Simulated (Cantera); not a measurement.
Feed: 1 mol SiF4, 2.7 mol N2O, 2 mol H2, 3.1 mol O3, held at 1330 Pa.

These are equilibrium values from Cantera (NASA tables, ideal gas, pure condensed phases), not measurements of a reactor. Candidate condensed phases: H2O, Si, SiO2, Si2N2O, Si3N4; 58 gas species. The tables hold silica as quartz up to 1696 K and as liquid above; real silica turns to tridymite and cristobalite and melts near 1996 K. Kinetics and transport are ignored.

**Question.** Which condensed phases are stable at each of these points (T (K)): 1075, 1150, 1225, 1300, 1375, 1450, 1525, 1600, 1675, 1750, 1825, 1900, 1975, 2050?

**Answer.** 
| T (K) | condensed phases | Si condensed (%) |
|---|---|---|
| 1075 | SiO2(β-quartz) | 68.7 |
| 1150 | SiO2(β-quartz) | 73.6 |
| 1225 | SiO2(β-quartz) | 77.6 |
| 1300 | SiO2(β-quartz) | 80.8 |
| 1375 | SiO2(β-quartz) | 83.3 |
| 1450 | SiO2(β-quartz) | 85.4 |
| 1525 | SiO2(β-quartz) | 87.1 |
| 1600 | SiO2(β-quartz) | 88.5 |
| 1675 | SiO2(β-quartz) | 89.6 |
| 1750 | SiO2(condensed) | 90.6 |
| 1825 | SiO2(condensed) | 91.4 |
| 1900 | SiO2(condensed) | 92.1 |
| 1975 | SiO2(condensed) | 92.6 |
| 2050 | SiO2(l) | 92.9 |

From 1075 K to 1675 K the condensed part is SiO2(β-quartz). From 1750 K to 1975 K the condensed part is SiO2(condensed). At 2050 K the condensed part is SiO2(l).
